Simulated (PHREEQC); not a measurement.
Leach liquor: an equilibrium model

Dissolve 0.018 mol/kgw H2SO4, 0.0011 mol/kgw FeSO4 and 0.008 mol/kgw MgSO4 at 25 °C. Closed to the air; pH follows from the charge balance.

All values are PHREEQC results (ion-association model, phreeqc.dat), not measurements.

This is a speciation only: nothing precipitates in the calculation.

### Question
What pH does the model give?

### Answer
pH 1.70.

### Question
In which forms is Fe present?

### Answer
Fe+2 66 %, FeSO4 29 %, FeHSO4+ 4.7 % of the Fe.

Complexes and solids missing from the database can't appear.
